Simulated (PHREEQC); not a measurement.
# Polishing slurry liquid: speciation

Consider water at 25 °C with 0.0051 mol/kgw HNO3 and 2.6e-06 mol/kgw H4SiO4. It is in equilibrium with CO2 at log p = -1 (atm). Otherwise closed; pH follows from the charge balance.

Equilibrium calculation in PHREEQC: ion-association model, phreeqc.dat.

* **pH**: 2.32
* **ionic strength**: 0.00510 mol/kgw
* **specific conductance**: 2040 µS/cm
* **total alkalinity**: -5.10 meq/kg

```json
[
 {"species": "H+", "molality": "0.00510", "activity": "0.00476", "log γ": "-0.030"},
 {"species": "NO3-", "molality": "0.00510", "activity": "0.00472", "log γ": "-0.034"},
 {"species": "CO2", "molality": "0.00340", "activity": "0.00340", "log γ": "0.001"},
 {"species": "H4SiO4", "molality": "2.60e-6", "activity": "2.60e-6", "log γ": "0.001"},
 {"species": "HCO3-", "molality": "3.42e-7", "activity": "3.18e-7", "log γ": "-0.032"},
 {"species": "(CO2)2", "molality": "2.12e-7", "activity": "2.12e-7", "log γ": "0.001"}
]
```

Precipitation was switched off in this run.
